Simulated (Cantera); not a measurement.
## Thermodynamics of fluorocarbon and chlorocarbon gases, feed CF₄ + HCl + H₂

Charge: 1 mol CF₄, 0.45 mol HCl, 4.9 mol H₂, held at 2675 K.

Equilibrium computed with Cantera from the NASA thermochemical tables; the gas is ideal and each condensed phase is pure. Candidate condensed phases: C, C₆H₆, C₇H₈, C₈H₁₈; 118 gas species. Rates play no part.

```tsv
P (Pa)	x H	x HF	x H₂	x F	x HCl	x Cl	x C	x C₃	n C(graphite)
1	0.623	0.122	0.00146	0.168	0.000110	0.0328	0.0378	0.00868	0
10	0.564	0.300	0.0119	0.0454	0.00115	0.0380	0.0111	0.0221	0
100	0.462	0.394	0.0800	0.00728	0.00899	0.0362	0.00157	0.00630	0.723
1000	0.245	0.468	0.225	0.00163	0.0301	0.0228	0.000157	0.000630	0.887
10000	0.0932	0.515	0.325	0.000472	0.0484	0.00965	1.57e-5	6.30e-5	0.884
100000	0.0312	0.535	0.366	0.000146	0.0568	0.00338	1.57e-6	6.30e-6	0.878
```
x: gas mole fraction; n: condensed amount in mol.

From 0.00750 Torr to 0.0750 Torr nothing is condensed. From 0.750 Torr to 750 Torr the condensed part is C(graphite). The main C-bearing gas is C at 0.00750 Torr and C₂H₂ (acetylene) at 750 Torr.
